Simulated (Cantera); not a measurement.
A closed system holds: 1 mol CCl4, a varied amount of H2, equilibrated at 1625 K and 1.30 Pa.

Method: chemical equilibrium by Gibbs-energy minimisation in Cantera with the NASA 1993 tables (ideal gas, pure condensed phases). Candidate condensed phases: C, C6H6, C7H8, C8H18; 91 gas species. Rates play no part.

**Question.** At 1.6 mol H2, list the 5 most abundant gas species with their mole fractions, and the condensed phases.

**Answer.** HCl 0.788, Cl 0.207, H2 0.00344, H 0.00115, Cl2 3.45e-5. Condensed: C(graphite).
